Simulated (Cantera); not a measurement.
# Diamond growth

A diamond (100) surface in a fixed gas of H2 with x(CH4) = 0.0061, x(H) = 0.00043, x(CH3) = 0.00015, at 1048 K; coverages are run to steady state.

Cantera simulation using the Harris–Goodwin 1993 mechanism for the reconstructed diamond (100) surface; the numbers are that mechanism's predictions, not measurements.

| P (Pa) | growth (µm/h) | θ c6HH | θ c6H* | θ c6*H | θ c6** | θ c6HM |
|---|---|---|---|---|---|---|
| 1300 | 0.195 | 0.552 | 0.0214 | 0.385 | 0.00945 | 0.0213 |
| 2000 | 0.402 | 0.545 | 0.0211 | 0.380 | 0.00932 | 0.0298 |
| 3000 | 0.779 | 0.538 | 0.0208 | 0.374 | 0.00918 | 0.0396 |
| 4700 | 1.57 | 0.528 | 0.0204 | 0.367 | 0.00901 | 0.0519 |
| 7100 | 2.87 | 0.518 | 0.0200 | 0.360 | 0.00884 | 0.0638 |
| 11000 | 5.25 | 0.509 | 0.0196 | 0.353 | 0.00866 | 0.0758 |
| 17000 | 9.18 | 0.501 | 0.0193 | 0.347 | 0.00852 | 0.0862 |
| 26000 | 15.3 | 0.494 | 0.0190 | 0.342 | 0.00840 | 0.0945 |
θ: site fractions in the mechanism's names (c6HH fully hydrogenated, c6H* and c6*H radical sites, c6** diradical, c6HM methylated).
